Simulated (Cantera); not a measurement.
An adiabatic, constant-pressure homogeneous reactor starts with CH4 : O2 : N2 = 1 : 5.88 : 22.1 (molar parts), at 1725 K and 7500 Torr.

Model: GRI-Mech 3.0 (53 species, 325 reactions), integrated in Cantera.

Q: Predict: time of steepest temperature rise; temperature at 4.00 s; equilibrium temperature; x(O2) at 4.00 s.

A: time of steepest temperature rise: 24.0 µs
temperature at 4.00 s: 2390 K
equilibrium temperature: 2390 K
x(O2) at 4.00 s: 0.125 (gas-phase equilibrium 0.125)
